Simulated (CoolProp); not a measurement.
A single-stage vapour-compression cycle with propylene: evaporating at 228.15 K (dew point), condensing at 258.15 K (bubble point), superheat 10 K, subcooling 8 K, compressor efficiency 0.9, no pressure losses. Each further row changes one setting.

Values from CoolProp's reference Helmholtz-energy equation of state, Lemmon 2013.

```
case                              cooling COP  pressure ratio  discharge temperature (K)  refrigerating effect (kJ/kg)  volumetric capacity (kJ/m³)
--------------------------------  -----------  --------------  -------------------------  ----------------------------  ---------------------------
as stated                                6.34            3.19                      287.2                           400                         1000
evaporating temperature 233.15 K         7.91            2.57                      283.3                           406                         1240
condensing temperature 253.15 K          7.74            2.68                      279.7                           411                         1030
subcooling 13 K                          6.52            3.19                      287.2                           411                         1030
superheat 20 K                           6.28            3.19                      297.6                           414                          991
compressor efficiency 0.8                5.64            3.19                      292.1                           400                         1000
```
